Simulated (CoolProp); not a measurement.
Properties of nitrous oxide along the isotherm 195.7 K (Tc = 309.5 K, pc = 72.45 bar, ω = 0.161).

The numbers come from the reference Helmholtz-energy equation of state, Lemmon 2006 in CoolProp. It is a short technical equation, of lower accuracy than the large ones.

```json
[
 {"p (bar)": "1.15", "phase": "gas", "density (kg/m³)": "3.187", "Joule-Thomson coefficient (K/MPa)": "34.46", "isothermal compressibility (1/MPa)": "8.922"},
 {"p (bar)": "2.17", "phase": "liquid", "density (kg/m³)": "1198", "Joule-Thomson coefficient (K/MPa)": "-0.2418", "isothermal compressibility (1/MPa)": "0.001352"},
 {"p (bar)": "4.12", "phase": "liquid", "density (kg/m³)": "1198", "Joule-Thomson coefficient (K/MPa)": "-0.2423", "isothermal compressibility (1/MPa)": "0.001348"},
 {"p (bar)": "7.8", "phase": "liquid", "density (kg/m³)": "1198", "Joule-Thomson coefficient (K/MPa)": "-0.2431", "isothermal compressibility (1/MPa)": "0.001341"},
 {"p (bar)": "14.8", "phase": "liquid", "density (kg/m³)": "1200", "Joule-Thomson coefficient (K/MPa)": "-0.2447", "isothermal compressibility (1/MPa)": "0.001328"},
 {"p (bar)": "28", "phase": "liquid", "density (kg/m³)": "1202", "Joule-Thomson coefficient (K/MPa)": "-0.2476", "isothermal compressibility (1/MPa)": "0.001305"},
 {"p (bar)": "53.2", "phase": "liquid", "density (kg/m³)": "1206", "Joule-Thomson coefficient (K/MPa)": "-0.2528", "isothermal compressibility (1/MPa)": "0.001263"},
 {"p (bar)": "101", "phase": "liquid", "density (kg/m³)": "1213", "Joule-Thomson coefficient (K/MPa)": "-0.2618", "isothermal compressibility (1/MPa)": "0.001192"}
]
```
